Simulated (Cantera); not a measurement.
Input: 1 mol SiHCl₃, 0.018 mol HCl, 110 mol N₂, held at 975 K and 1.33 mbar.

These are equilibrium values from Cantera (NASA tables, ideal gas, pure condensed phases), not measurements of a reactor. Candidate condensed phases: NH₄Cl, Si, Si₃N₄; 28 gas species. N₂ is the only nitrogen source here; it is nearly inert below about 1500 K, so the nitride shown seldom forms there in practice. The tables' values for SiCl₃ are old estimates; treat these amounts as uncertain. Equilibrium is a limit: real reactors are often held back by kinetics, nucleation or transport.

Task: What is the equilibrium state?

Result: 
| Item | Value |
|---|---|
| x(N₂) | 0.986 |
| x(HCl) | 0.00872 |
| x(SiCl₄) | 0.00459 |
| x(H₂) | 0.000216 |
| x(SiCl₃) | 1.52e-5 |
| x(SiCl₂) | 1.42e-6 |
| n(Si₃N₄(s)) | 0.162 mol |
| gas amount | 111.2 mol |
| log10 activity of Si(s) (absent) | -5.60 |
